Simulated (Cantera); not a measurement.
# Catalytic stagnation flow on Pt

A jet of 3.40 % H2, 12.7 % O2, 83.9 % N2, equivalence ratio 0.13 at 300 K and 0.0300 bar hits a platinum plate 4.3 cm away at a mass flux of 0.11 kg/m²/s; the plate temperature is set and raised in steps from an oxygen-covered start.

Cantera simulation using Deutschmann's 1995 Pt surface mechanism with GRI-Mech 3.0 gas chemistry; the numbers are that mechanism's predictions, not measurements. Catalytic surfaces can have several steady states; this one follows from the mechanism file's or the stated starting coverage.

```csv
plate T (K),wall x H2,wall x O2,wall x H2O,wall x OH,θ free Pt,θ O*,θ OH*
700,0.00643,0.0977,0.0533,<1e-8,0.122,0.876,0.00262
750,0.00606,0.0974,0.0537,<1e-8,0.136,0.862,0.00200
800,0.00525,0.0967,0.0550,<1e-8,0.167,0.831,0.00165
850,0.00432,0.0958,0.0565,2.22e-8,0.217,0.781,0.00143
900,0.00356,0.0950,0.0577,7.13e-8,0.279,0.720,0.00126
950,0.00300,0.0945,0.0585,2.01e-7,0.347,0.652,0.00109
```
x: mole fraction at the wall; θ: surface coverage.
